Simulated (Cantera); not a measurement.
Input (Python, Cantera):

```python
import numpy as np
import cantera as ct

gas = ct.Solution("h2o2.yaml")


def delay(T, t_max=10):
    gas.TPX = T, 1000000, {'H2': 1, 'O2': 0.833, 'N2': 3.75, 'H2O': 0.16}
    reactor = ct.IdealGasReactor(gas, clone=False)
    net = ct.ReactorNet([reactor])
    net.rtol, net.atol = 1e-8, 1e-16
    while net.time < t_max:
        t_old, T_old = net.time, reactor.T
        net.step()
        if reactor.T > T + 400:  # ignition: a rise of 400 K
            return t_old + (T + 400 - T_old) / (reactor.T - T_old) * (net.time - t_old)
    return np.nan


taus = []
for T in [850, 900, 950, 1000, 1050, 1100]:
    taus.append(delay(T))
    print(f"T0 = {T:6g} K   tau = {taus[-1]:.4e} s")

# d ln(tau) / d ln(k), from doubling and halving each rate constant
T, sens = 1000, []
for i in range(gas.n_reactions):
    gas.set_multiplier(2.0, i)
    up = delay(T)
    gas.set_multiplier(0.5, i)
    down = delay(T)
    gas.set_multiplier(1.0, i)
    sens.append((np.log(up / down) / np.log(4.0), gas.reaction(i).equation))
sens.sort(key=lambda x: -abs(x[0]))
print(f"sensitivities at {T} K")
for s, eq in sens[:10]:
    print(f"{s:8.3f}  {eq}")
```

Result:

```
T0 =    850 K   tau = 6.4284e-01 s
T0 =    900 K   tau = 1.4901e-01 s
T0 =    950 K   tau = 4.0245e-02 s
T0 =   1000 K   tau = 1.2178e-02 s
T0 =   1050 K   tau = 3.9894e-03 s
T0 =   1100 K   tau = 1.3666e-03 s
sensitivities at 1000 K
  -0.547  2 OH (+M) <=> H2O2 (+M)
  -0.540  H + H2O2 <=> H2 + HO2
  -0.330  H + O2 <=> O + OH
   0.132  H + O2 + N2 <=> HO2 + N2
   0.129  2 HO2 <=> H2O2 + O2
   0.075  H + O2 + H2O <=> HO2 + H2O
   0.055  H + O2 + M <=> HO2 + M
   0.038  2 HO2 <=> H2O2 + O2
  -0.034  H + HO2 <=> H2 + O2
  -0.025  H + HO2 <=> 2 OH
```

Cantera simulation using the H2/O2 subset of GRI-Mech 3.0, which has no nitrogen chemistry; the numbers are that mechanism's predictions, not measurements. The hydrogen kinetics of GRI-Mech 3.0 are dated; newer H2 mechanisms differ, most at raised pressure. Below about 950 K walls govern HO2 and H2O2 in real vessels.
